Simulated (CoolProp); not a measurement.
R227EA along the isotherm 164.25 °C: density (kg/m³) from the reference equation and from simpler models built on Tc = 101.8 °C, pc = 2.925 MPa, ω = 0.358; each cubic takes its own stable root.

Values from CoolProp's reference Helmholtz-energy equation of state, Lemmon 2016.

```tsv
p (MPa)	phase	reference	ideal gas	van der Waals	Redlich-Kwong	Soave-Redlich-Kwong	Peng-Robinson
0.338	gas	16.17	15.80	16.19	16.21	16.16	16.22
0.675	gas	33.08	31.56	33.17	33.26	33.03	33.28
1.01	gas	50.75	47.22	50.99	51.17	50.62	51.20
1.35	gas	69.64	63.12	70.20	70.48	69.38	70.46
1.69	gas	89.61	79.01	90.72	91.08	89.16	(withheld)
2.03	gas	110.8	94.91	112.8	113.1	110.0	112.6
2.36	gas	132.6	110.3	136.1	(withheld)	131.5	135.1
2.7	gas	156.6	126.2	162.3	161.8	154.8	159.7
3.04	supercritical	182.4	142.1	191.4	189.7	179.6	(withheld)
3.38	supercritical	210.0	158.0	224.1	220.2	(withheld)	214.1
3.71	supercritical	238.8	173.5	260.4	252.6	233.0	243.1
4.05	supercritical	270.8	189.3	303.3	289.1	262.5	274.7
4.39	supercritical	305.1	205.2	352.0	328.8	293.4	308.1
```

### Question
Some entries are withheld; supply them.

### Answer

- 1.69, Peng-Robinson: 90.90
- 2.36, Redlich-Kwong: 136.2
- 3.04, Peng-Robinson: 186.0
- 3.38, Soave-Redlich-Kwong: 206.0
